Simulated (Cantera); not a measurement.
Source: NASA polynomial tables (part measured, part estimated), evaluated in Cantera. Values are per mole of reaction as written; species without (g) are pure solids or liquids, kept so even where they would boil at 1 bar.

Fe₂Cl₆(g) → 2 FeCl₂ + Cl₂(g)

```csv
T (K),ΔH° (kJ),ΔS° (J/K),ΔG° (kJ),log10 K,condensed phases
300,-29.3,-77.9,-5.9,1.03,FeCl₂(s)
400,-27.8,-73.6,1.7,-0.22,FeCl₂(s)
500,-26.0,-69.5,8.8,-0.92,FeCl₂(s)
600,-23.8,-65.7,15.6,-1.35,FeCl₂(s)
700,-21.5,-62.0,21.9,-1.64,FeCl₂(s)
800,___,___,___,___,FeCl₂(s)
900,___,___,___,___,FeCl₂(s)
1000,74.3,39.8,34.5,-1.80,FeCl₂(l)
1100,80.3,45.5,30.2,-1.43,FeCl₂(l)
1200,___,___,___,___,FeCl₂(l)
1300,92.2,55.5,20.1,-0.81,FeCl₂(l)
1400,98.2,59.9,14.3,-0.53,FeCl₂(l)
```

### Question
Fill in the missing entries.

### Answer

- 800, ΔH° (kJ): -18.9
- 800, ΔS° (J/K): -58.6
- 800, ΔG° (kJ): 28.0
- 800, log10 K: -1.83
- 900, ΔH° (kJ): -16.1
- 900, ΔS° (J/K): -55.3
- 900, ΔG° (kJ): 33.7
- 900, log10 K: -1.95
- 1200, ΔH° (kJ): 86.2
- 1200, ΔS° (J/K): 50.7
- 1200, ΔG° (kJ): 25.4
- 1200, log10 K: -1.11
